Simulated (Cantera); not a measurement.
An adiabatic, constant-volume homogeneous reactor starts with CH4 : C2H6 : O2 : N2 : H2O = 1 : 0.062 : 3.46 : 13 : 0.88 (molar parts), equivalence ratio 0.64, at 1650 K and 760 Torr. Integrator tolerance rtol = 1e-08.

Cantera simulation using GRI-Mech 3.0 (53 species, 325 reactions); the numbers are that mechanism's predictions, not measurements.

Task: What does this change do: constant pressure in place of constant volume?

Result: 
```csv
quantity,before,after
time of steepest temperature rise,96.5 µs,0.104 ms
temperature at 3.00 s,2723 K,2585 K
equilibrium temperature,2723 K,2585 K
x(CH4) at 3.00 s,<1e-12 (gas-phase equilibrium <1e-12),<1e-12 (gas-phase equilibrium <1e-12)
x(C2H6) at 3.00 s,<1e-12 (gas-phase equilibrium <1e-12),<1e-12 (gas-phase equilibrium <1e-12)
x(O2) at 3.00 s,0.0607 (gas-phase equilibrium 0.0607),0.0616 (gas-phase equilibrium 0.0616)
x(CH2) at 3.00 s,<1e-12 (gas-phase equilibrium <1e-12),<1e-12 (gas-phase equilibrium <1e-12)
x(CH2CO) at 3.00 s,<1e-12 (gas-phase equilibrium <1e-12),<1e-12 (gas-phase equilibrium <1e-12)
x(CH3) at 3.00 s,<1e-12 (gas-phase equilibrium <1e-12),<1e-12 (gas-phase equilibrium <1e-12)
x(HCO) at 3.00 s,1.09e-8 (gas-phase equilibrium 1.09e-8),3.73e-9 (gas-phase equilibrium 3.73e-9)
```

Task: What does this change do: C2H6 0.062 to 0.026 parts?

Result: 
| quantity | before | after |
|---|---|---|
| time of steepest temperature rise | 96.5 µs | 0.138 ms |
| temperature at 3.00 s | 2723 K | 2695 K |
| equilibrium temperature | 2723 K | 2695 K |
| x(CH4) at 3.00 s | <1e-12 (gas-phase equilibrium <1e-12) | <1e-12 (gas-phase equilibrium <1e-12) |
| x(C2H6) at 3.00 s | <1e-12 (gas-phase equilibrium <1e-12) | <1e-12 (gas-phase equilibrium <1e-12) |
| x(O2) at 3.00 s | 0.0607 (gas-phase equilibrium 0.0607) | 0.0663 (gas-phase equilibrium 0.0663) |
| x(CH2) at 3.00 s | <1e-12 (gas-phase equilibrium <1e-12) | <1e-12 (gas-phase equilibrium <1e-12) |
| x(CH2CO) at 3.00 s | <1e-12 (gas-phase equilibrium <1e-12) | <1e-12 (gas-phase equilibrium <1e-12) |
| x(CH3) at 3.00 s | <1e-12 (gas-phase equilibrium <1e-12) | <1e-12 (gas-phase equilibrium <1e-12) |
| x(HCO) at 3.00 s | 1.09e-8 (gas-phase equilibrium 1.09e-8) | 7.68e-9 (gas-phase equilibrium 7.68e-9) |

Task: What does this change do: H2O 0.88 to 2.3 parts?

Result: 
```tsv
quantity	before	after
time of steepest temperature rise	96.5 µs	0.103 ms
temperature at 3.00 s	2723 K	2652 K
equilibrium temperature	2723 K	2652 K
x(CH4) at 3.00 s	<1e-12 (gas-phase equilibrium <1e-12)	<1e-12 (gas-phase equilibrium <1e-12)
x(C2H6) at 3.00 s	<1e-12 (gas-phase equilibrium <1e-12)	<1e-12 (gas-phase equilibrium <1e-12)
x(O2) at 3.00 s	0.0607 (gas-phase equilibrium 0.0607)	0.0570 (gas-phase equilibrium 0.0570)
x(CH2) at 3.00 s	<1e-12 (gas-phase equilibrium <1e-12)	<1e-12 (gas-phase equilibrium <1e-12)
x(CH2CO) at 3.00 s	<1e-12 (gas-phase equilibrium <1e-12)	<1e-12 (gas-phase equilibrium <1e-12)
x(CH3) at 3.00 s	<1e-12 (gas-phase equilibrium <1e-12)	<1e-12 (gas-phase equilibrium <1e-12)
x(HCO) at 3.00 s	1.09e-8 (gas-phase equilibrium 1.09e-8)	7.08e-9 (gas-phase equilibrium 7.08e-9)
```
